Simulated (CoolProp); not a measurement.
Vapour-liquid equilibrium of CHF3 (R23) (1) + sulfur hexafluoride (2) at 261.1 K; x and y are mole fractions of (1).

Values from CoolProp's multi-fluid Helmholtz-energy mixture model, Penoncello 2003 and Guder 2009; pair parameters Bell 2016.

| x | bubble pressure (kPa) | y at the bubble point | dew pressure at overall composition x (kPa) | liquid density (mol/L) |
|---|---|---|---|---|
| 0.05 | 1043 | 0.162 | 928.2 | 11.31 |
| 0.125 | 1230 | 0.309 | 1002 | (withheld) |
| 0.2 | 1370 | 0.401 | 1087 | 11.61 |
| 0.275 | (withheld) | 0.468 | 1183 | 11.79 |
| 0.35 | 1565 | 0.522 | 1290 | 12.00 |
| 0.425 | 1635 | 0.569 | 1408 | 12.24 |
| 0.5 | 1693 | 0.614 | 1530 | 12.53 |
| 0.575 | (withheld) | 0.658 | 1643 | 12.86 |
| 0.65 | 1777 | 0.704 | 1733 | 13.25 |
| 0.725 | 1804 | 0.753 | 1791 | 13.70 |
| 0.8 | 1818 | 0.807 | 1817 | 14.22 |
| 0.875 | 1818 | 0.870 | 1817 | 14.82 |
| 0.95 | 1800 | 0.943 | 1797 | 15.49 |

Question: Some entries are withheld; supply them.

Answer: 
- 0.125, liquid density (mol/L): 11.45
- 0.275, bubble pressure (kPa): 1479
- 0.575, bubble pressure (kPa): 1740

y crosses x between x = 0.8 and 0.875: the model has an azeotrope there.

Pair parameters are fitted to limited data, so mixtures are less certain than the pure fluids.
